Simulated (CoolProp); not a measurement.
Model: reference Helmholtz-energy equation of state, Gedanitz 2015, in CoolProp.

Problem. For cyclopentane, give the phase and the cv (kJ/(kg K)), speed of sound (m/s), Joule-Thomson coefficient (K/MPa), conductivity (mW/(m K)) at 17.65 °C and 101 kPa; 46.45 °C and 101 kPa; 104.05 °C and 101 kPa.

Solution. 
- 17.65 °C and 101 kPa: liquid; cv 1.24, speed of sound 1240, Joule-Thomson coefficient -0.467, conductivity 129
- 46.45 °C and 101 kPa: liquid; cv 1.36, speed of sound 1090, Joule-Thomson coefficient -0.391, conductivity 119
- 104.05 °C and 101 kPa: gas; cv 1.47, speed of sound 216, Joule-Thomson coefficient 18.7, conductivity 19.7

Thermal conductivity comes from a separate model (Vassiliou 2015).
